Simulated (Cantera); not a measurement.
Charge: 1 mol Fe3O4, a varied amount of C, 0.32 mol N2, at 952 °C and 56.0 mbar.

These are equilibrium values from Cantera (NASA tables, ideal gas, pure condensed phases), not measurements of a reactor. Candidate condensed phases: C, Fe, Fe(CO)5, FeO, Fe2O3, Fe3O4; 27 gas species. Mutual solubility and eutectic melting of coexisting phases are not modelled. The tables' stoichiometric FeO is somewhat more stable than real wüstite, so its field is too wide. FeO: taken at fixed stoichiometry. Rates play no part.

### Question
At 1.5 mol C, list the 3 most abundant gas species with their mole fractions, and the condensed phases.

### Answer
CO 0.688, N2 0.176, CO2 0.136. Condensed: Fe(γ) + FeO(s).
